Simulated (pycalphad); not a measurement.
An equivalent pycalphad script:

```python
from pycalphad import Database, equilibrium, calculate, variables as v
import numpy as np
db = Database('COST507.tdb')
comps = ['MG', 'AL', 'SI', 'VA']
phases = ['ALMG_BETA', 'ALMG_EPS', 'ALMG_GAMMA', 'DIAMOND_A4', 'FCC_A1', 'HCP_A3', 'LIQUID', 'MG2SI']
eq = equilibrium(db, comps, phases, {v.X('AL'): 0.0185, v.X('SI'): 0.0085, v.T: np.arange(1650, 349, -25), v.P: 101325, v.N: 1}, output=['HM', 'SM'])
```

Computed with pycalphad from the COST 507 light-alloy database (1999), at 1 atm. No gas phase is included, though pure Mg would boil below 1650 K. These are 1990s assessments: newer ones move some temperatures and phases. Amounts are mole fractions of atoms. Diffusion is slow at the low end, where real alloys seldom reach equilibrium.

Results at three of the temperatures:

```
T = 1625.00 K, P = 101325 Pa, N = 1 mol of atoms
G = -101896 J/mol, H = 49906 J/mol, S = 93.42 J/(mol K)  (SER reference)
chemical potentials (J/mol): Mg -100589, Al -141808, Si -164605
phase             fraction      x(Mg)      x(Al)      x(Si)
LIQUID              1.0000     0.9730     0.0185     0.0085
```

```
T = 1475.00 K, P = 101325 Pa, N = 1 mol of atoms
G = -88128 J/mol, H = 44775 J/mol, S = 90.10 J/(mol K)  (SER reference)
chemical potentials (J/mol): Mg -86905, Al -125339, Si -147107
phase             fraction      x(Mg)      x(Al)      x(Si)
LIQUID              1.0000     0.9730     0.0185     0.0085
```

```
T = 1200.00 K, P = 101325 Pa, N = 1 mol of atoms
G = -64286 J/mol, H = 35370 J/mol, S = 83.05 J/(mol K)  (SER reference)
chemical potentials (J/mol): Mg -63222, Al -96445, Si -116148
phase             fraction      x(Mg)      x(Al)      x(Si)
LIQUID              1.0000     0.9730     0.0185     0.0085
```

Changes of the phase set, refined by bisection:

```csv
T (K),phases above,phases below
905.3,liquid,hcp + liquid
899.2,hcp + liquid,hcp + liquid + MG2SI
875.5,hcp + liquid + MG2SI,hcp + MG2SI
434.2,hcp + MG2SI,ALMG_GAMMA + hcp + MG2SI
```

Database names, with the compositions (at.%) that they take in these runs: MG2SI: Mg 67 Si 33; ALMG_GAMMA: Mg 59 Al 41.
